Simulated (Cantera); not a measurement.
Input (Python, Cantera) and output of one run.

```python
import numpy as np
import cantera as ct

gas_names = """
    CL CLO CL2 H HCL HOCL HO2 H2 H2O H2O2 O OH O2 O3 Si SiCL SiCL2 SiCL3 SiCL4 SiH SiHCL3 SiH2 SiH2CL2
    SiH3 SiH3CL SiH4 SiO SiO2 Si2 Si3
""".split()
cond_names = """
    H2O(s) H2O(L) Si(cr) Si(L) SiO2(Lqz) SiO2(hqz) SiO2(L)
""".split()


# ... load() reads the species with a 1 bar reference pressure and builds the phases ...
atoms = {
    'SiH2Cl2': {'Si': 1, 'H': 2, 'CL': 2},
    'O3': {'O': 3},
    'H2': {'H': 2},
}
top_T = {}  # K; cautious upper limits of use, not melting points


# ... equilibrate(T, P, feed) seeds the gas with the atoms and calls Mixture.equilibrate('TP', solver="vcs", rtol=1e-11, max_steps=5000) ...
results = []
feed = {'SiH2Cl2': 1, 'O3': 0.54, 'H2': 1.3}  # mol
T = 798.15  # K
P = 1000  # Pa
mix = equilibrate(T, P, feed)
results.append((T, P, feed, dict(zip(mix.species_names, mix.species_moles))))
x = sorted(zip(gas.X, gas.species_names), reverse=True)
print(f"T = {T:g} K  P = {P:g} Pa  gas = {mix.phase_moles(0):.4g} mol")
print("   x: " + "  ".join(f"{s} {v:.3e}" for v, s in x if v > 0.0001))
print("   condensed (mol): " + ("  ".join(f"{mix.phase(i).name} {mix.phase_moles(i):.4g}"
      for i in range(1, mix.n_phases) if mix.phase_moles(i) > 1e-12) or "none"))
```

It prints:

```
T = 798.15 K  P = 1000 Pa  gas = 3.11 mol
   x: H2 5.401e-01  HCL 3.988e-01  SiCL4 6.102e-02
   condensed (mol): SiO2(Lqz) 0.81
```

These are equilibrium values from Cantera (NASA tables, ideal gas, pure condensed phases), not measurements of a reactor.
